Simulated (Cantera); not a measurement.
# Premixed flame

A freely propagating, adiabatic, planar premixed flame of CH4 : O2 : N2 = 1 : 1.67 : 6.27 (molar parts), equivalence ratio 1.2, unburnt at 525 K and 270000 Pa; mixture-averaged transport, grid criteria slope 0.08 and curve 0.16, no radiation.

Computed with Cantera and GRI-Mech 3.0 (53 species, 325 reactions). Burning velocities carry a grid error of a few per cent, more on coarse grids.

```json
[
 {"z (mm)": "-0.527", "T (K)": "525", "u (m/s)": "0.647", "x CH4": "0.112", "x O2": "0.186", "x HCO": "<1e-8", "x CO2": "4.52e-7", "x H2O": "7.89e-5", "x C2H2": "1.47e-8"},
 {"z (mm)": "-0.351", "T (K)": "529", "u (m/s)": "0.654", "x CH4": "0.111", "x O2": "0.186", "x HCO": "<1e-8", "x CO2": "7.41e-6", "x H2O": "0.000699", "x C2H2": "2.24e-7"},
 {"z (mm)": "-0.263", "T (K)": "545", "u (m/s)": "0.676", "x CH4": "0.109", "x O2": "0.184", "x HCO": "<1e-8", "x CO2": "5.61e-5", "x H2O": "0.00307", "x C2H2": "1.59e-6"},
 {"z (mm)": "-0.176", "T (K)": "648", "u (m/s)": "0.811", "x CH4": "0.102", "x O2": "0.176", "x HCO": "<1e-8", "x CO2": "0.000649", "x H2O": "0.0164", "x C2H2": "1.67e-5"},
 {"z (mm)": "-0.0878", "T (K)": "1121", "u (m/s)": "1.43", "x CH4": "0.0680", "x O2": "0.133", "x HCO": "5.88e-7", "x CO2": "0.00641", "x H2O": "0.0698", "x C2H2": "0.000152"},
 {"z (mm)": "-0.0439", "T (K)": "1543", "u (m/s)": "1.99", "x CH4": "0.0364", "x O2": "0.0885", "x HCO": "1.08e-5", "x CO2": "0.0150", "x H2O": "0.115", "x C2H2": "0.000372"},
 {"z (mm)": "0", "T (K)": "1922", "u (m/s)": "2.49", "x CH4": "0.00875", "x O2": "0.0406", "x HCO": "3.40e-5", "x CO2": "0.0281", "x H2O": "0.157", "x C2H2": "0.000622"},
 {"z (mm)": "0.0439", "T (K)": "2088", "u (m/s)": "2.71", "x CH4": "0.000735", "x O2": "0.0145", "x HCO": "1.49e-5", "x CO2": "0.0413", "x H2O": "0.176", "x C2H2": "0.000189"},
 {"z (mm)": "0.0878", "T (K)": "2135", "u (m/s)": "2.76", "x CH4": "3.64e-5", "x O2": "0.00615", "x HCO": "1.52e-6", "x CO2": "0.0504", "x H2O": "0.180", "x C2H2": "1.56e-5"},
 {"z (mm)": "0.176", "T (K)": "2175", "u (m/s)": "2.80", "x CH4": "1.20e-7", "x O2": "0.00282", "x HCO": "1.68e-7", "x CO2": "0.0575", "x H2O": "0.181", "x C2H2": "9.34e-8"},
 {"z (mm)": "0.351", "T (K)": "2217", "u (m/s)": "2.85", "x CH4": "<1e-8", "x O2": "0.00161", "x HCO": "1.15e-7", "x CO2": "0.0598", "x H2O": "0.183", "x C2H2": "<1e-8"},
 {"z (mm)": "0.703", "T (K)": "2255", "u (m/s)": "2.89", "x CH4": "<1e-8", "x O2": "0.000796", "x HCO": "7.33e-8", "x CO2": "0.0605", "x H2O": "0.186", "x C2H2": "<1e-8"},
 {"z (mm)": "1.41", "T (K)": "2280", "u (m/s)": "2.92", "x CH4": "<1e-8", "x O2": "0.000329", "x HCO": "4.47e-8", "x CO2": "0.0609", "x H2O": "0.188", "x C2H2": "<1e-8"}
]
```
x: mole fraction of selected species; z is measured from the peak of heat release.

The laminar burning velocity comes out as 64.6 cm/s and the thermal thickness is 0.176 mm. The peak x(HCO) is 3.43e-5 and the peak x(C2H2) comes out as 0.000627. The grid points comes out as 153.
